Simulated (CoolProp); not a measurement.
Properties of isobutane along the isotherm 575 K (Tc = 407.8 K, pc = 3.629 MPa, ω = 0.184).

Computed with CoolProp (reference Helmholtz-energy equation of state, Bücker 2006).

```tsv
p (MPa)	phase	cp (kJ/(kg K))	Joule-Thomson coefficient (K/MPa)	fugacity coefficient
0.0172	gas	2.847	3.115	0.9995
0.0268	gas	2.847	3.116	0.9992
0.0417	gas	2.847	3.117	0.9988
0.065	gas	2.848	3.118	0.9981
0.101	gas	2.849	3.120	0.9971
0.158	gas	2.851	3.124	0.9955
0.245	gas	2.854	3.130	0.9930
0.382	gas	2.858	3.139	0.9891
0.595	gas	2.865	3.152	0.9831
0.926	gas	2.876	3.172	0.9739
1.44	gas	2.894	3.201	0.9598
2.25	gas	2.926	3.240	0.9381
3.5	gas	2.981	3.277	0.9058
5.44	supercritical	3.082	3.254	0.8591
```
